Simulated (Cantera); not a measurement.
Feed: 1 mol B₂H₆, 25 mol H₂, equilibrated at 1725 K and 0.360 bar.

Equilibrium computed with Cantera from the NASA thermochemical tables; the gas is ideal and each condensed phase is pure. Candidate condensed phases: B; 7 gas species. The feed counts by its element totals alone. The tables' values for BH₂ are old estimates; treat these amounts as uncertain. Rates play no part.

Base state: H₂ 1.000, H 0.000309, BH₂ 7.44e-5 (mole fractions); condensed: B(s).

Task: What changes in the equilibrium state with this change: B₂H₆ replaced by BCl₃?

Result: 
```json
[
 {"species": "H₂", "before": "1.000", "after": "0.889"},
 {"species": "HCl", "before": "0", "after": "0.109"},
 {"species": "BCl₃", "before": "0", "after": "0.000937"},
 {"species": "BCl", "before": "0", "after": "0.000495"},
 {"species": "BCl₂", "before": "0", "after": "0.000221"},
 {"species": "Cl", "before": "0", "after": "2.78e-5"},
 {"species": "B(s), mol", "before": "2.00", "after": "0.954"}
]
```
The tables' values for BCl, BCl₂, BH₂ are old estimates; treat these amounts as uncertain. Gases not in the tables: BHCl₂.
